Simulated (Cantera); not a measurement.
Charge: 1 mol BaF₂, 0.29 mol H₂, equilibrated at 0.120 Pa.

Equilibrium computed with Cantera from the NASA thermochemical tables; the gas is ideal and each condensed phase is pure. Candidate condensed phases: Ba, BaF₂; 14 gas species. Rates play no part.

### Question
Which condensed phases are stable at each of these points (T (K)): 900, 950, 1000, 1050, 1100, 1150, 1200, 1250, 1300, 1350, 1400, 1450, 1500?

### Answer
| T (K) | condensed phases | Ba condensed (%) |
|---|---|---|
| 900 | BaF₂(s) | 100.0 |
| 950 | BaF₂(s) | 100.0 |
| 1000 | BaF₂(s) | 100.0 |
| 1050 | BaF₂(s) | 100.0 |
| 1100 | BaF₂(s) | 100.0 |
| 1150 | BaF₂(s) | 99.9 |
| 1200 | BaF₂(s) | 99.4 |
| 1250 | BaF₂(s) | 97.4 |
| 1300 | BaF₂(s) | 86.4 |
| 1350 | gas only | 0.0 |
| 1400 | gas only | 0.0 |
| 1450 | gas only | 0.0 |
| 1500 | gas only | 0.0 |

From 900 K to 1300 K the condensed part is BaF₂(s). From 1350 K to 1500 K nothing is condensed.
